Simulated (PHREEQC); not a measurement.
1 kg of water holding 0.025 mol/kgw NaOH, 0.0045 mol/kgw NaCl and 0.059 mol/kgw Na2CO3 is evaporated at 25 °C; the solids stay in contact with the brine. CO2 is held at log p = -3.4 (atm). The run lets Halite, Nahcolite, Natron, Trona precipitate or redissolve, and no other solid.

Model: Pitzer model, pitzer.dat, run in PHREEQC.

Problem. Predict ionic strength, Trona (mol) at water left (kg) = 0.09509, 0.009847.

Solution. 
```
water left (kg)  ionic strength  Trona (mol)
---------------  --------------  -----------
0.09509                    2.21            0
0.009847                   8.45       0.0297
```
